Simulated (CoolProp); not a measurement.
A simple Rankine cycle with R1224YDZ: condensing at 299.15 K, boiler at 0.696 MPa, turbine inlet 355.9 K, turbine efficiency 0.6, pump efficiency 0.6, no recuperator. Each further row changes one setting.

Model: reference Helmholtz-energy equation of state, Akasaka 2023, in CoolProp.

```tsv
case	thermal efficiency (%)	net work (kJ/kg)	heat in (kJ/kg)	turbine exit temperature (K)	volume ratio over the turbine
as stated	7.3	14.7	202	326.6	4.78
turbine inlet 375.9 K	7.2	?	221	348.2	?
condensing temperature 291.15 K	8.3	?	?	322.1	6.36
boiler pressure 0.487 MPa	5.8	?	?	?	3.23
turbine efficiency 0.5	6.0	12.2	202	329.6	4.83
```

Fill in the missing entries.


- turbine inlet 375.9 K, net work (kJ/kg): 16.0
- turbine inlet 375.9 K, volume ratio over the turbine: 4.67
- condensing temperature 291.15 K, net work (kJ/kg): 17.6
- condensing temperature 291.15 K, heat in (kJ/kg): 211
- boiler pressure 0.487 MPa, net work (kJ/kg): 11.9
- boiler pressure 0.487 MPa, heat in (kJ/kg): 206
- boiler pressure 0.487 MPa, turbine exit temperature (K): 335.2
